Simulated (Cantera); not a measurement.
A closed system holds: 1 mol MgO, 0.05 mol H₂S, 4 mol H₂O, at 1150 °C and 13300 Pa.

Method: chemical equilibrium by Gibbs-energy minimisation in Cantera with the NASA 1993 tables (ideal gas, pure condensed phases). Candidate condensed phases: H₂O, H₂SO₄, Mg, MgO, Mg(OH)₂, MgS, MgSO₄, S; 26 gas species. Equilibrium is a limit: real reactors are often held back by kinetics, nucleation or transport.

Base state: H₂O 0.952, H₂ 0.0354, SO₂ 0.0117, H₂S 0.000349, SO 6.45e-5, S₂ 2.53e-5, SH 1.11e-5 (mole fractions); condensed: MgO(s).

Question: What changes in the equilibrium state with this change: MgO replaced by FeS₂?

Answer: 
```tsv
species	before	after
H₂O	0.952	0.748
H₂	0.0354	0.0871
S₂	2.53e-5	0.0614
H₂S	0.000349	0.0424
SO₂	0.0117	0.0586
S₂O	1.18e-6	0.000917
SH	1.11e-5	0.000858
S	2.19e-7	1.08e-5
SO	6.45e-5	0.00101
MgO(s), mol	1.00	0
FeS(s), mol	0	1.000
```
FeS: taken at fixed stoichiometry. Further candidate phases: Fe, FeO, Fe(OH)₂, Fe(OH)₃, FeS, FeSO₄, FeS₂, Fe₂O₃, Fe₂(SO₄)₃, Fe₃O₄.
